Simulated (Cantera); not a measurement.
Feed: 1 mol Al, 0.4 mol Cl2, 0.32 mol N2, 3.1 mol HCl, at 1.00 bar.

Equilibrium computed with Cantera from the NASA thermochemical tables; the gas is ideal and each condensed phase is pure. Candidate condensed phases: Al, AlCl3, AlN, NH4Cl; 20 gas species. Equilibrium is a limit: real reactors are often held back by kinetics, nucleation or transport.

x: gas mole fraction; nothing condenses.

| T (K) | x H2 | x HCl | x Al2Cl6 | x AlCl3 | x N2 | x NH3 |
|---|---|---|---|---|---|---|
| 575 | 0.383 | 0.320 | 0.174 | 0.00661 | 0.111 | ? |
| 600 | 0.384 | 0.318 | 0.171 | 0.0111 | 0.112 | ? |
| 625 | 0.384 | 0.317 | 0.167 | 0.0179 | 0.112 | ? |
| 650 | 0.383 | 0.315 | 0.161 | 0.0275 | 0.111 | ? |
| 675 | 0.381 | 0.313 | 0.154 | 0.0406 | 0.111 | ? |
| 700 | 0.378 | 0.310 | 0.144 | 0.0576 | 0.110 | ? |
| 725 | 0.374 | 0.307 | 0.131 | 0.0785 | 0.109 | ? |
| 750 | 0.370 | 0.303 | 0.117 | 0.103 | 0.107 | ? |
| 775 | 0.364 | 0.298 | 0.101 | 0.130 | 0.106 | ? |

Problem. Fill in the missing entries.

Solution. 
- 575, x NH3: 0.00514
- 600, x NH3: 0.00331
- 625, x NH3: 0.00219
- 650, x NH3: 0.00148
- 675, x NH3: 0.00102
- 700, x NH3: 0.000722
- 725, x NH3: 0.000517
- 750, x NH3: 0.000376
- 775, x NH3: 0.000278
